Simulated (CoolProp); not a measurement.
A simple Rankine cycle with n-octane: condensing at 332.15 K, boiler at 0.0419 MPa, turbine inlet 374.7 K, turbine efficiency 0.9, pump efficiency 0.6, no recuperator. Each further row changes one setting.

Computed with CoolProp (reference Helmholtz-energy equation of state, Beckmüller 2019).

| case | thermal efficiency (%) | net work (kJ/kg) | heat in (kJ/kg) | turbine exit temperature (K) | volume ratio over the turbine |
|---|---|---|---|---|---|
| as stated | ___ | ___ | 422 | ___ | 4.05 |
| turbine inlet 394.7 K | 7.6 | 35.4 | ___ | 376.4 | ___ |
| condensing temperature 324.15 K | 9.4 | 41.6 | 441 | 352.0 | 5.73 |
| boiler pressure 0.0293 MPa | ___ | 25.4 | 423 | 361.1 | 2.84 |
| turbine efficiency 0.8 | 7.0 | 29.7 | 422 | ___ | 4.07 |

Q: Fill in the missing entries.

A: 
- as stated, thermal efficiency (%): 7.9
- as stated, net work (kJ/kg): 33.4
- as stated, turbine exit temperature (K): 356.4
- turbine inlet 394.7 K, heat in (kJ/kg): 463
- turbine inlet 394.7 K, volume ratio over the turbine: 4.04
- boiler pressure 0.0293 MPa, thermal efficiency (%): 6.0
- turbine efficiency 0.8, turbine exit temperature (K): 358.3
